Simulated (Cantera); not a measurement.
## Diamond growth

A diamond (100) surface in a fixed gas of H2 with x(CH4) = 0.01, x(H) = 0.00076, x(CH3) = 1.1e-05, 1600 Pa; coverages are run to steady state.

Computed with Cantera and the Harris–Goodwin 1993 mechanism for the reconstructed diamond (100) surface.

```csv
T (K),growth (µm/h),θ c6HH,θ c6H*,θ c6*H,θ c6**,θ c6HM
950,0.0584,0.639,0.0139,0.330,0.00621,0.00778
1025,0.0420,0.579,0.0202,0.387,0.0102,0.00278
1100,0.0189,0.525,0.0272,0.432,0.0148,0.000564
1175,0.0119,0.483,0.0344,0.463,0.0195,0.000100
1250,0.0112,0.453,0.0414,0.482,0.0234,1.86e-5
1325,0.00774,0.435,0.0478,0.490,0.0262,3.58e-6
1400,0.00289,0.428,0.0536,0.490,0.0277,7.91e-7
```
θ: site fractions in the mechanism's names (c6HH fully hydrogenated, c6H* and c6*H radical sites, c6** diradical, c6HM methylated).
